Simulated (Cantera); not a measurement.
A closed system holds: 1 mol MgO, 1.3 mol HBr, 14 mol N2, equilibrated at 1375 K.

Method: chemical equilibrium by Gibbs-energy minimisation in Cantera with the NASA 1993 tables (ideal gas, pure condensed phases). Candidate condensed phases: Br2, H2O, Mg, MgBr2, MgO, Mg(OH)2; 36 gas species. Equilibrium is a limit: real reactors are often held back by kinetics, nucleation or transport.

Task: What share of the Mg ends up in condensed phases as a function of P (Pa), at 1, 10, 100, 1000, 10000, 100000?

Result: 
```csv
P (Pa),Mg condensed (%),as
1,93.5,MgO(s)
10,90.9,MgO(s)
100,89.1,MgO(s)
1000,88.1,MgO(s)
10000,87.6,MgO(s)
100000,87.3,MgO(s)
```
